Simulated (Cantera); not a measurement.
## Stirred combustor or abatement burner

A perfectly stirred reactor is fed with 3.85 % C₃H₈, 19.2 % O₂, 72.3 % N₂, 4.62 % H₂O, equivalence ratio 1.0, at 93000 Pa; it is adiabatic with a 450 K inlet, and is followed from long to short residence time, starting on the burning branch (τ in s: 0.47, 0.12, 0.031, 0.0078, 0.002, 0.00051, 0.00013, 3.3e-05, 8.5e-06).

Computed with Cantera and GRI-Mech 3.0 (53 species, 325 reactions). GRI-Mech 3.0 was tuned for natural gas; its chemistry of propane as a main component is partial and can be far from experiment.

```json
[
 {"τ (s)": "0.47", "T (K)": "2266", "x C₃H₈": "3.63e-8", "x O₂": "0.00667", "x H₂O": "0.184", "x H₂": "0.00442", "x CH₂": "2.90e-8", "x N₂O": "1.27e-7"},
 {"τ (s)": "0.12", "T (K)": "2255", "x C₃H₈": "1.36e-7", "x O₂": "0.00758", "x H₂O": "0.183", "x H₂": "0.00482", "x CH₂": "1.02e-7", "x N₂O": "1.33e-7"},
 {"τ (s)": "0.031", "T (K)": "2224", "x C₃H₈": "4.77e-7", "x O₂": "0.00949", "x H₂O": "0.181", "x H₂": "0.00591", "x CH₂": "3.09e-7", "x N₂O": "1.31e-7"},
 {"τ (s)": "0.0078", "T (K)": "2162", "x C₃H₈": "1.56e-6", "x O₂": "0.0127", "x H₂O": "0.177", "x H₂": "0.00797", "x CH₂": "8.03e-7", "x N₂O": "1.21e-7"},
 {"τ (s)": "0.0020", "T (K)": "2077", "x C₃H₈": "4.79e-6", "x O₂": "0.0167", "x H₂O": "0.171", "x H₂": "0.0107", "x CH₂": "1.87e-6", "x N₂O": "1.09e-7"},
 {"τ (s)": "0.00051", "T (K)": "1976", "x C₃H₈": "1.56e-5", "x O₂": "0.0215", "x H₂O": "0.165", "x H₂": "0.0135", "x CH₂": "4.43e-6", "x N₂O": "9.86e-8"},
 {"τ (s)": "0.00013", "T (K)": "1857", "x C₃H₈": "6.61e-5", "x O₂": "0.0296", "x H₂O": "0.160", "x H₂": "0.0156", "x CH₂": "1.28e-5", "x N₂O": "8.74e-8"},
 {"τ (s)": "3.3e-5", "T (K)": "450", "x C₃H₈": "0.0385", "x O₂": "0.192", "x H₂O": "0.0462", "x H₂": "<1e-12", "x CH₂": "<1e-12", "x N₂O": "<1e-12"},
 {"τ (s)": "8.5e-6", "T (K)": "450", "x C₃H₈": "0.0385", "x O₂": "0.192", "x H₂O": "0.0462", "x H₂": "<1e-12", "x CH₂": "<1e-12", "x N₂O": "<1e-12"}
]
```
x: mole fraction; the columns are a selection and need not sum to one.
